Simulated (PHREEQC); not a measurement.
Solution (16 °C): 0.075 mol HF, 0.041 mol CsF and 0.12 mol H2SO4 per kg of water. Closed to the air; pH follows from the charge balance.

All values are PHREEQC results (ion-association model, wateq4f.dat), not measurements.

```json
[
 {"quantity": "pH", "before": "1.05", "after": "1.05"},
 {"quantity": "ionic strength (mol/kgw)", "before": "0.182", "after": "0.181"},
 {"quantity": "HSO4- (mol/kgw)", "before": "0.0898", "after": "0.0897"},
 {"quantity": "HF (mol/kgw)", "before": "0.0738", "after": "0.0326"},
 {"quantity": "SO4-2 (mol/kgw)", "before": "0.0302", "after": "0.0303"},
 {"quantity": "H2F2 (mol/kgw)", "before": "0.0204", "after": "0.00396"}
]
```

Question: What was changed between the two runs?
A. CsF from 0.041 to 0.082 mol/kgw
B. temperature from 16 to 85 °C
C. H2SO4 from 0.12 to 0.012 mol/kgw
D. HF replaced by KHF2 at the same molality
E. HF left out

Answer: E, HF left out

No solid was allowed to form. wateq4f.dat counts part of the HF as a dimer, H2F2, which phreeqc.dat doesn't know; its constant is uncertain.
